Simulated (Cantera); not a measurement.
An isothermal, constant-pressure homogeneous reactor starts with NH3 : N2 = 1 : 0.31 (molar parts), at 1725 K and 0.0620 bar.

Detailed kinetics in Cantera: the gas-phase N/H chemistry of the illustrative SiF4/NH3 mechanism in the Surface Chemkin manual (1991). Walls and surfaces, which speed up NH3 decomposition in real reactors, are not modelled.

x: mole fraction; the columns are a selection and need not sum to one.

```csv
t (s),x NH3,x NH,x N,x N2,x N2H4,x H2,x N2H2
2.00e-6,0.763,<1e-12,<1e-12,0.237,<1e-12,1.27e-8,<1e-12
1.75e-5,0.763,1.30e-12,<1e-12,0.237,<1e-12,2.43e-7,<1e-12
0.000154,0.763,1.93e-10,<1e-12,0.237,7.37e-12,2.34e-6,1.66e-10
0.00135,0.763,3.22e-8,1.18e-11,0.237,6.53e-10,2.12e-5,[?]
0.0118,0.763,9.35e-7,7.64e-10,0.237,3.06e-8,0.000481,[?]
0.104,0.752,1.38e-6,8.91e-9,0.238,4.02e-8,0.00957,[?]
0.910,0.665,1.90e-6,5.24e-8,0.251,3.00e-8,0.0833,[?]
7.98,0.285,1.67e-6,9.12e-8,0.308,8.91e-9,0.407,[?]
70.0,0.00820,3.89e-7,6.32e-8,0.349,5.68e-11,0.642,[?]
```

What belongs in the gaps?


- 0.00135, x N2H2: 2.95e-8
- 0.0118, x N2H2: 1.77e-6
- 0.104, x N2H2: 2.45e-6
- 0.910, x N2H2: 2.01e-6
- 7.98, x N2H2: 5.60e-7
- 70.0, x N2H2: 5.16e-9
